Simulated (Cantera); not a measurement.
An isothermal, constant-pressure homogeneous reactor starts with H2 : O2 = 0.24 : 1 (molar parts), equivalence ratio 0.12, at 1023 K and 0.0263 atm.

Computed with Cantera and the H2/O2 subset of GRI-Mech 3.0, which has no nitrogen chemistry. Radical loss at walls, strong at low pressure, is not modelled. The temperature is held fixed by assumption; the heat of reaction is taken as removed at once.

x: mole fraction; the columns are a selection and need not sum to one.

```csv
t (s),x H2,x O2,x HO2,x O,x H,x H2O,x H2O2
4.00e-6,0.194,0.806,2.24e-11,<1e-12,2.18e-11,<1e-12,<1e-12
1.24e-5,0.194,0.806,6.95e-11,5.68e-12,6.53e-11,1.75e-12,<1e-12
3.83e-5,0.194,0.806,2.16e-10,4.74e-11,2.03e-10,3.66e-11,<1e-12
0.000119,0.194,0.806,6.80e-10,4.21e-10,9.35e-10,7.07e-10,<1e-12
0.000367,0.194,0.806,?,1.36e-8,2.51e-8,3.73e-8,2.23e-12
0.00114,0.193,0.806,?,0.000204,0.000377,0.000596,4.98e-9
0.00352,0.00585,0.764,?,0.0166,0.0170,0.193,1.03e-6
0.0109,0.000449,0.784,?,0.00110,0.000208,0.213,8.60e-7
0.0337,3.91e-5,0.786,?,8.95e-5,4.65e-6,0.214,3.98e-7
0.104,3.85e-6,0.786,?,1.17e-5,2.22e-7,0.214,1.47e-7
0.323,4.79e-7,0.786,?,2.23e-6,1.82e-8,0.214,5.23e-8
1.00,9.17e-8,0.786,?,5.39e-7,2.14e-9,0.214,1.88e-8
```

**Question.** Some entries are withheld; supply them.

**Answer.** 
- 0.000367, x HO2: 2.74e-9
- 0.00114, x HO2: 6.83e-6
- 0.00352, x HO2: 3.02e-5
- 0.0109, x HO2: 1.43e-5
- 0.0337, x HO2: 2.96e-6
- 0.104, x HO2: 5.20e-7
- 0.323, x HO2: 1.09e-7
- 1.00, x HO2: 2.77e-8
